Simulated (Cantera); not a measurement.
**Si + H2 + Cl2 (chlorosilane synthesis and conversion)**

A closed system holds: 1 mol Si, 1.2 mol H2, a varied amount of Cl2, held at 0.290 bar.

These are equilibrium values from Cantera (NASA tables, ideal gas, pure condensed phases), not measurements of a reactor. Candidate condensed phases: Si; 19 gas species. The tables' values for SiCl3 are old estimates. Equilibrium is a limit: real reactors are often held back by kinetics, nucleation or transport.

Stable condensed phases:

```
T in K \ n(Cl2) in mol
          0.5 0.57 0.65 0.75 0.85 0.97  1.1  1.3  1.4  1.7  1.9  2.2
   1500     A    A    A    A    A    A    A    A    A    B    B    B
   1450     A    A    A    A    A    A    A    A    A    B    B    B
   1400     A    A    A    A    A    A    A    A    A    A    B    B
   1350     A    A    A    A    A    A    A    A    A    A    B    B
   1300     A    A    A    A    A    A    A    A    A    A    B    B
   1250     A    A    A    A    A    A    A    A    A    A    B    B
   1200     A    A    A    A    A    A    A    A    A    A    A    B
   1150     A    A    A    A    A    A    A    A    A    A    A    B
   1100     A    A    A    A    A    A    A    A    A    A    A    B
```

A: Si; B: gas only.
